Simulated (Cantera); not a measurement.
Mixture: 10.2 % CH4, 1.43 % CO, 17.6 % O2, 70.7 % N2, equivalence ratio 1.2, at 9.87 atm, adiabatic and at constant pressure. Ignition delay is the time to a rise of 400 K.

Model: GRI-Mech 3.0 (53 species, 325 reactions), integrated in Cantera.

Task: Predict: delay at 1175 K; delay at 1275 K; delay at 1375 K; delay at 1475 K; apparent activation energy between 1425 and 1525 K.

Result: 
```json
{
 "delay at 1175 K": "9.37 ms",
 "delay at 1275 K": "2.62 ms",
 "delay at 1375 K": "0.833 ms",
 "delay at 1475 K": "0.292 ms",
 "apparent activation energy between 1425 and 1525 K": "180 kJ/mol"
}
```
